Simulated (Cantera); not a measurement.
A perfectly stirred reactor is fed with 33.7 % H2, 34.7 % O2, 31.6 % N2, at 0.444 atm; it is held at 1250 K, and followed from long to short residence time.

Detailed kinetics in Cantera: the H2/O2 subset of GRI-Mech 3.0, which has no nitrogen chemistry. The temperature is held fixed by assumption; the heat of reaction is taken as removed at once.

x: mole fraction; the columns are a selection and need not sum to one.

```json
[
 {"τ (s)": "0.39", "x H2": "0.000323", "x O2": "0.215", "x H": "5.59e-6", "x O": "4.03e-5", "x OH": "0.000353", "x HO2": "1.28e-5"},
 {"τ (s)": "0.16", "x H2": "0.000586", "x O2": "0.215", "x H": "1.37e-5", "x O": "7.61e-5", "x OH": "0.000471", "x HO2": "2.16e-5"},
 {"τ (s)": "0.068", "x H2": "0.00103", "x O2": "0.215", "x H": "3.22e-5", "x O": "0.000140", "x OH": "0.000625", "x HO2": "3.40e-5"},
 {"τ (s)": "0.028", "x H2": "?", "x O2": "0.215", "x H": "?", "x O": "?", "x OH": "?", "x HO2": "?"},
 {"τ (s)": "0.012", "x H2": "0.00309", "x O2": "0.216", "x H": "0.000182", "x O": "0.000473", "x OH": "0.00115", "x HO2": "7.18e-5"},
 {"τ (s)": "0.0050", "x H2": "0.00524", "x O2": "0.216", "x H": "0.000435", "x O": "0.000855", "x OH": "0.00159", "x HO2": "9.48e-5"},
 {"τ (s)": "0.0021", "x H2": "?", "x O2": "0.217", "x H": "?", "x O": "?", "x OH": "?", "x HO2": "?"},
 {"τ (s)": "0.00087", "x H2": "0.0143", "x O2": "0.218", "x H": "0.00241", "x O": "0.00262", "x OH": "0.00315", "x HO2": "0.000137"}
]
```

Problem. What belongs in the gaps?

Solution. 
- 0.028, x H2: 0.00182
- 0.028, x H: 7.83e-5
- 0.028, x O: 0.000263
- 0.028, x OH: 0.000847
- 0.028, x HO2: 5.15e-5
- 0.0021, x H2: 0.00868
- 0.0021, x H: 0.00102
- 0.0021, x O: 0.00151
- 0.0021, x OH: 0.00222
- 0.0021, x HO2: 0.000117
